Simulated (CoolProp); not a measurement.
Properties of nitrogen along the isotherm 128.2 K (Tc = 126.2 K, pc = 3.396 MPa, ω = 0.037).

Computed with CoolProp (reference Helmholtz-energy equation of state, Span 2000).

```
p (MPa)          phase  cv (kJ/(kg K))  speed of sound (m/s)  Joule-Thomson coefficient (K/MPa)  isothermal compressibility (1/MPa)  Prandtl number  fugacity coefficient
-------  -------------  --------------  --------------------  ---------------------------------  ----------------------------------  --------------  --------------------
0.0161             gas          0.7427                 230.6                              10.20                               62.21           0.759                0.9985
0.0286             gas          0.7431                 230.5                              10.20                               35.06           0.760                0.9973
0.0509             gas          0.7439                 230.2                              10.21                               19.74           0.762                0.9953
0.0906             gas          0.7453                 229.8                              10.22                               11.13           0.766                0.9916
0.161              gas          0.7478                 229.0                              10.23                               6.308           0.773                0.9850
0.286              gas          0.7525                 227.7                              10.26                               3.596           0.785                0.9735
0.509              gas          0.7612                 225.2                              10.30                               2.070           0.808                0.9530
0.906              gas          0.7786                 220.5                              10.36                               1.221           0.853                0.9167
1.61               gas          0.8166                 211.6                              10.41                              0.7689           0.961                0.8530
2.86               gas          0.9389                 192.3                              9.976                              0.6528            1.48                0.7396
5.09     supercritical          0.9689                 325.4                              1.437                             0.07640            2.38                0.5184
```

Viscosity comes from a separate model (Lemmon 2004). Thermal conductivity comes from a separate model (Lemmon 2004).
